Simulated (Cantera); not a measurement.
Input (Python, Cantera):

```python
import numpy as np
import cantera as ct

gas = ct.Solution("gri30.yaml")


def delay(T, t_max=10):
    gas.TPX = T, 540000, {'CH4': 1, 'O2': 1.7, 'N2': 9.77}
    reactor = ct.IdealGasReactor(gas, clone=False)
    net = ct.ReactorNet([reactor])
    net.rtol, net.atol = 1e-8, 1e-16
    while net.time < t_max:
        t_old, T_old = net.time, reactor.T
        net.step()
        if reactor.T > T + 400:  # ignition: a rise of 400 K
            return t_old + (T + 400 - T_old) / (reactor.T - T_old) * (net.time - t_old)
    return np.nan


taus = []
for T in [1050, 1100, 1150, 1200, 1250, 1300]:
    taus.append(delay(T))
    print(f"T0 = {T:6g} K   tau = {taus[-1]:.4e} s")
```

Result:

```
T0 =   1050 K   tau = 1.1326e-01 s
T0 =   1100 K   tau = 5.4686e-02 s
T0 =   1150 K   tau = 2.7491e-02 s
T0 =   1200 K   tau = 1.4280e-02 s
T0 =   1250 K   tau = 7.6369e-03 s
T0 =   1300 K   tau = 4.1925e-03 s
```

Model: GRI-Mech 3.0 (53 species, 325 reactions), integrated in Cantera.
